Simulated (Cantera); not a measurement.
A perfectly stirred reactor is fed with CH₄ : N₂ = 1 : 56 (molar parts), at 10.00 Torr; it is held at 1750 K, and followed from long to short residence time.

Model: GRI-Mech 3.0 (53 species, 325 reactions), integrated in Cantera. GRI-Mech 3.0 stops at C3 and has no aromatics, soot or wall deposition, so with more carbon than oxygen in the feed, carbon stays in small species such as C2H2 where larger ones or solid carbon would form. Radical loss at walls, strong at low pressure, is not modelled.

### Question
Predict: x(CH₄) at τ = 21.0 s; x(C₂H₂) at τ = 21.0 s; x(H₂) at τ = 21.0 s; x(H) at τ = 21.0 s; x(HCN) at τ = 21.0 s; x(CH₄) at τ = 0.100 s; x(C₂H₂) at τ = 0.100 s; x(H₂) at τ = 0.100 s; x(H) at τ = 0.100 s; x(HCN) at τ = 0.100 s.

### Answer
- x(CH₄) at τ = 21.0 s = 0.000599
- x(C₂H₂) at τ = 21.0 s = 0.00818
- x(H₂) at τ = 21.0 s = 0.0248
- x(H) at τ = 21.0 s = 0.000140
- x(HCN) at τ = 21.0 s = 0.000213
- x(CH₄) at τ = 0.100 s = 0.0136
- x(C₂H₂) at τ = 0.100 s = 0.00130
- x(H₂) at τ = 0.100 s = 0.00494
- x(H) at τ = 0.100 s = 1.45e-5
- x(HCN) at τ = 0.100 s = 2.13e-7
